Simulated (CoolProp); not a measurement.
R22 at several states: Z from the reference equation and from simpler models built on Tc = 369.3 K, pc = 4990 kPa, ω = 0.221; each cubic takes its own stable root.

The numbers come from the reference Helmholtz-energy equation of state, Kamei 1995 in CoolProp.

```tsv
T (K)	p (kPa)	phase	reference	van der Waals	Redlich-Kwong	Soave-Redlich-Kwong	Peng-Robinson
224	38.1	gas	0.9850	0.9928	0.9896	0.9886	0.9882
283.5	2610	liquid	0.07634	0.1256	0.08809	0.08489	0.07494
158.2	12100	liquid	0.4900	0.8137	0.5531	0.5481	0.4889
364.6	162	gas	0.9883	0.9900	0.9884	0.9884	0.9871
```
